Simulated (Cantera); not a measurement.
Feed: 1 mol SiCl4, 0.8 mol Cl2, 0.32 mol H2, equilibrated at 1148 K and 0.570 bar.

Equilibrium computed with Cantera from the NASA thermochemical tables; the gas is ideal and each condensed phase is pure. Kinetics and transport are ignored.

| species | before | after |
|---|---|---|
| H2 | <1e-9 | 0.844 |
| HCl | 0.302 | 0.0997 |
| SiCl4 | 0.471 | 0.0467 |
| Cl2 | 0.225 | <1e-9 |
| SiHCl3 | <1e-9 | 0.00794 |
| SiCl2 | <1e-9 | 0.000256 |
| Cl | 0.00169 | 9.07e-9 |
| SiH2Cl2 | <1e-9 | 0.000169 |
| SiCl3 | 5.65e-8 | 0.00104 |
Gas species are given as mole fractions.

**Question.** Name the change that produced these shifts.
A. H2 from 0.32 to 16 mol
B. pressure from 0.570 bar to 1 atm
C. temperature from 1148 K to 723 K
D. temperature from 1148 K to 1048.15 K

**Answer.** A, H2 from 0.32 to 16 mol. The tables' values for SiCl3 are old estimates; treat these amounts as uncertain
